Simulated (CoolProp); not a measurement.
R236EA along the isobar 3830 kPa: density (kg/m³) from the reference equation and from simpler models built on Tc = 412.4 K, pc = 3414 kPa, ω = 0.368; each cubic takes its own stable root.

Computed with CoolProp (reference Helmholtz-energy equation of state, Rui 2013).

| T (K) | phase | reference |
|---|---|---|
| 286.3 | liquid | 1476 |
| 290.2 | liquid | 1464 |
| 294 | liquid | 1453 |
| 297.9 | liquid | 1441 |
| 301.8 | liquid | 1429 |
| 305.6 | liquid | 1418 |
| 309.5 | liquid | 1405 |
| 313.4 | liquid | 1393 |
| 317.3 | liquid | 1380 |
| 321.1 | liquid | 1368 |
| 325 | liquid | 1355 |
| 328.9 | liquid | 1342 |
| 332.7 | liquid | 1328 |
| 336.6 | liquid | 1315 |

Task: How far does each simpler model (van der Waals, Redlich-Kwong, Soave-Redlich-Kwong, Peng-Robinson) lie from the reference over these 14 states: mean and median of the absolute difference, and the worst?

Result: 
- van der Waals: mean 38.7 %, median 38.7 %, worst -39.1 % at 286.3 K and 3830 kPa
- Redlich-Kwong: mean 13.5 %, median 13.4 %, worst -14.5 % at 336.6 K and 3830 kPa
- Soave-Redlich-Kwong: mean 8.7 %, median 8.5 %, worst -9.4 % at 336.6 K and 3830 kPa
- Peng-Robinson: mean 3.2 %, median 3.4 %, worst +3.6 % at 290.2 K and 3830 kPa
